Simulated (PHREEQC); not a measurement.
**Buffer**

A solution holds 0.00098 mol/kgw H3PO4, 0.00025 mol/kgw NH3 and 0.00026 mol/kgw KCl, at 25 °C. Closed to the air; pH follows from the charge balance.

Equilibrium calculation in PHREEQC: ion-association model, wateq4f.dat.

This is a speciation only: nothing precipitates in the calculation.

Task: Estimate the pH, ionic strength.

Result: pH 3.20; ionic strength 0.00116 mol/kgw.

Task: In which forms is P present?

Result: H2PO4- 92 %, H3PO4 8.2 % of the P.

H3PO4, which wateq4f.dat lacks, is added to it with the constant of phreeqc.dat.
